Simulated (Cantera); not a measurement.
What does this Cantera script print?

```python
import numpy as np
import cantera as ct

gas_names = """
    C CN CO CO2 C2 CCN CNC C2N2 C2O C3 C3O2 C4 C4N2 C5 Cu CuO Cu2 N NCO NO NO2 NO3 N2 N2O O O2 O3
""".split()
cond_names = """
    C(gr) Cu(cr) Cu(L) CuO(s) Cu2O(s) Cu2O(L)
""".split()


# ... load() reads the species with a 1 bar reference pressure and builds the phases ...
atoms = {
    'Cu': {'Cu': 1},
    'CO': {'C': 1, 'O': 1},
    'N2': {'N': 2},
}
top_T = {'C(gr)': 4500, 'CuO(s)': 1390}  # K; cautious upper limits of use, not melting points


# ... equilibrate(T, P, feed) seeds the gas with the atoms and calls Mixture.equilibrate('TP', solver="vcs", rtol=1e-11, max_steps=5000) ...
results = []
feed = {'Cu': 1, 'CO': 0.85, 'N2': 110}  # mol
T = 1798  # K
for P in [10, 82, 670, 5500, 45000, 370000, 3000000]:
    mix = equilibrate(T, P, feed)
    results.append((T, P, feed, dict(zip(mix.species_names, mix.species_moles))))
    x = sorted(zip(gas.X, gas.species_names), reverse=True)
    print(f"T = {T:g} K  P = {P:g} Pa  gas = {mix.phase_moles(0):.4g} mol")
    print("   x: " + "  ".join(f"{s} {v:.3e}" for v, s in x if v > 0.0001))
    print("   condensed (mol): " + ("  ".join(f"{mix.phase(i).name} {mix.phase_moles(i):.4g}"
          for i in range(1, mix.n_phases) if mix.phase_moles(i) > 1e-12) or "none"))
```

Result:

```
T = 1798 K  P = 10 Pa  gas = 111.8 mol
   x: N2 9.835e-01  Cu 8.940e-03  CO 7.599e-03
   condensed (mol): none
T = 1798 K  P = 82 Pa  gas = 111.8 mol
   x: N2 9.835e-01  Cu 8.940e-03  CO 7.599e-03
   condensed (mol): none
T = 1798 K  P = 670 Pa  gas = 111.8 mol
   x: N2 9.835e-01  Cu 8.937e-03  CO 7.599e-03
   condensed (mol): none
T = 1798 K  P = 5500 Pa  gas = 111.8 mol
   x: N2 9.835e-01  Cu 8.909e-03  CO 7.600e-03
   condensed (mol): none
T = 1798 K  P = 45000 Pa  gas = 111 mol
   x: N2 9.912e-01  CO 7.659e-03  Cu 1.176e-03
   condensed (mol): Cu(L) 0.869
T = 1798 K  P = 370000 Pa  gas = 110.9 mol
   x: N2 9.922e-01  CO 7.667e-03  Cu 1.430e-04
   condensed (mol): Cu(L) 0.9841
T = 1798 K  P = 3e+06 Pa  gas = 110.9 mol
   x: N2 9.923e-01  CO 7.667e-03
   condensed (mol): Cu(L) 0.998
```

Cantera equilibrium calculation (NASA polynomials, part measured and part estimated; ideal gas, pure solids and liquids).
